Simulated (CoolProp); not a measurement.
n-heptane at 457.92 K and 0.064 MPa is compressed adiabatically to 0.208 MPa with isentropic efficiency 0.6. Each further row changes one setting.

Values from CoolProp's reference Helmholtz-energy equation of state, Span 2003. It is a short technical equation, of lower accuracy than the large ones.

```tsv
case	work (kJ/kg)	final temperature (K)	final density (kg/m³)
as stated	…	…	5.32
efficiency 1	…	…	…
efficiency 0.65	68.5	…	…
```

What belongs in the gaps?


- as stated, work (kJ/kg): 74.3
- as stated, final temperature (K): 490.2
- efficiency 1, work (kJ/kg): 44.6
- efficiency 1, final temperature (K): 478.3
- efficiency 1, final density (kg/m³): 5.47
- efficiency 0.65, final temperature (K): 487.9
- efficiency 0.65, final density (kg/m³): 5.35
